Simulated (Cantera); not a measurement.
Feed: 1 mol B2O3, 17 mol H2O, a varied amount of N2, equilibrated at 1848.15 K and 0.100 bar.

Cantera equilibrium calculation (NASA polynomials, part measured and part estimated; ideal gas, pure solids and liquids). Candidate condensed phases: B, BN, B2O3, B3O3H3, H2O; 39 gas species. Rates play no part.

log p: log10 of the partial pressure in bar; nothing condenses.

```csv
n(N2) (mol),log p N2,log p H2O,log p HBO2,log p H2,log p O2,log p OH
8.1,-1.51,-1.22,-2.13,-3.39,-3.80,-3.93
24,?,?,?,?,?,?
40,-1.16,-1.56,-2.47,-3.62,-4.06,-4.16
55,-1.12,-1.66,-2.57,-3.68,-4.13,-4.23
71,-1.10,-1.75,-2.66,-3.74,-4.19,-4.29
87,-1.08,-1.82,-2.73,-3.78,-4.24,-4.34
100,-1.07,?,-2.78,-3.81,-4.28,-4.37
120,-1.06,-1.94,-2.85,-3.86,-4.33,-4.42
130,-1.06,-1.97,-2.88,-3.88,-4.35,-4.44
150,-1.05,-2.03,-2.94,-3.91,-4.39,-4.48
170,-1.04,-2.08,-2.98,-3.94,-4.42,-4.51
```

Problem. Complete the blanks.

Solution. 
- 24, log p N2: -1.24
- 24, log p H2O: -1.42
- 24, log p HBO2: -2.33
- 24, log p H2: -3.52
- 24, log p O2: -3.95
- 24, log p OH: -4.07
- 100, log p H2O: -1.87
